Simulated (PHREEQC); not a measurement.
Consider water at 25 °C with 0.16 mol/kgw HF, 0.002 mol/kgw KF and 0.0026 mol/kgw H2SO4. Closed to the air; pH follows from the charge balance.

All values are PHREEQC results (ion-association model, phreeqc.dat), not measurements.

No solid was allowed to form.

Problem. Order these S species by the share of S that they hold, largest first: HSO4-, KSO4-, SO4-2.

Solution. SO4-2 (53 %), HSO4- (47 %), KSO4- (0.44 %)

Problem. Order these F species by the share of F that they hold, largest first: HF, HF2-, F-.

Solution. HF (89 %), HF2- (5.7 %), F- (5.1 %)

The pH is 1.88 and the ionic strength 0.0183 mol/kgw. Complexes and solids missing from the database can't appear.
